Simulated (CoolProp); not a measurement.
A single-stage vapour-compression cycle with ethylene: evaporating at 196.15 K (dew point), condensing at 261.15 K (bubble point), superheat 5 K, subcooling 8 K, compressor efficiency 0.65, no pressure losses. Each further row changes one setting.

The numbers come from the reference Helmholtz-energy equation of state, Smukala 2000 in CoolProp.

```json
[
 {"case": "as stated", "cooling COP": "1.32", "pressure ratio": "7.97", "discharge temperature (K)": "362.4", "refrigerating effect (kJ/kg)": "287", "volumetric capacity (kJ/m³)": "2030"},
 {"case": "evaporating temperature 201.15 K", "cooling COP": "?", "pressure ratio": "?", "discharge temperature (K)": "?", "refrigerating effect (kJ/kg)": "291", "volumetric capacity (kJ/m³)": "2500"},
 {"case": "condensing temperature 256.15 K", "cooling COP": "1.50", "pressure ratio": "?", "discharge temperature (K)": "?", "refrigerating effect (kJ/kg)": "303", "volumetric capacity (kJ/m³)": "2140"},
 {"case": "subcooling 13 K", "cooling COP": "1.39", "pressure ratio": "7.97", "discharge temperature (K)": "362.4", "refrigerating effect (kJ/kg)": "?", "volumetric capacity (kJ/m³)": "2140"},
 {"case": "superheat 15 K", "cooling COP": "1.31", "pressure ratio": "7.97", "discharge temperature (K)": "376.3", "refrigerating effect (kJ/kg)": "302", "volumetric capacity (kJ/m³)": "2000"},
 {"case": "compressor efficiency 0.55", "cooling COP": "1.12", "pressure ratio": "7.97", "discharge temperature (K)": "382.3", "refrigerating effect (kJ/kg)": "287", "volumetric capacity (kJ/m³)": "2030"}
]
```

**Question.** Fill in the missing entries.

**Answer.** 
- evaporating temperature 201.15 K, cooling COP: 1.51
- evaporating temperature 201.15 K, pressure ratio: 6.47
- evaporating temperature 201.15 K, discharge temperature (K): 351.7
- condensing temperature 256.15 K, pressure ratio: 7.04
- condensing temperature 256.15 K, discharge temperature (K): 352.1
- subcooling 13 K, refrigerating effect (kJ/kg): 304
